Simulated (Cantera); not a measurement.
Input: 1 mol SiH₄, 2.6 mol N₂, at 500 °C and 1.00 bar.

Method: chemical equilibrium by Gibbs-energy minimisation in Cantera with the NASA 1993 tables (ideal gas, pure condensed phases). Candidate condensed phases: Si, Si₃N₄; 18 gas species. N₂ is the only nitrogen source here; it is nearly inert below about 1500 K, so the nitride shown seldom forms there in practice. Kinetics and transport are ignored.

Base state: H₂ 0.507, N₂ 0.492, NH₃ 0.00100 (mole fractions); condensed: Si₃N₄(s).

Task: What changes in the equilibrium state with this change: pressure from 1.00 bar to 1.33 mbar?

Result: 
```
species         before    after
-------------  -------  -------
H₂               0.507    0.508
N₂               0.492    0.492
NH₃            0.00100  1.34e-6
Si₃N₄(s), mol    0.333    0.333
```
